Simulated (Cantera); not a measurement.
Input (Python, Cantera) and output of one run.

```python
import numpy as np
import cantera as ct

gas_names = """
    B BH BH2 BH3 BN BO BO2 B2 B2O B2O2 B2O3 B3O3H3 H HBO HBO2 HNO HNO2 HNO3 HO2 H2 H2O H2O2 H3B3O6 N NH
    NH2 NH3 NH2OH NO NO2 NO3 N2 N2H2 N2H4 N2O O OH O2 O3
""".split()
cond_names = """
    B(b) B(L) BN(s) B2O3(L) B3O3H3(cr) H2O(s) H2O(L)
""".split()


# ... load() reads the species with a 1 bar reference pressure and builds the phases ...
atoms = {
    'BN': {'B': 1, 'N': 1},
    'H2O': {'H': 2, 'O': 1},
}
top_T = {'BN(s)': 3200}  # K; cautious upper limits of use, not melting points


# ... equilibrate(T, P, feed) seeds the gas with the atoms and calls Mixture.equilibrate('TP', solver="vcs", rtol=1e-11, max_steps=5000) ...
results = []
feed = {'BN': 1, 'H2O': 11}  # mol
T = 1773  # K
P = 10000  # Pa
mix = equilibrate(T, P, feed)
results.append((T, P, feed, dict(zip(mix.species_names, mix.species_moles))))
x = sorted(zip(gas.X, gas.species_names), reverse=True)
print(f"T = {T:g} K  P = {P:g} Pa  gas = {mix.phase_moles(0):.4g} mol")
print("   x: " + "  ".join(f"{s} {v:.3e}" for v, s in x if v > 0.0001))
print("   condensed (mol): " + ("  ".join(f"{mix.phase(i).name} {mix.phase_moles(i):.4g}"
      for i in range(1, mix.n_phases) if mix.phase_moles(i) > 1e-12) or "none"))
```

It prints:

```
T = 1773 K  P = 10000 Pa  gas = 12 mol
   x: H2O 7.504e-01  H2 1.249e-01  HBO2 8.201e-02  N2 4.166e-02  B2O3 6.258e-04  H 3.179e-04  OH 1.184e-04
   condensed (mol): none
```

Method: chemical equilibrium by Gibbs-energy minimisation in Cantera with the NASA 1993 tables (ideal gas, pure condensed phases).
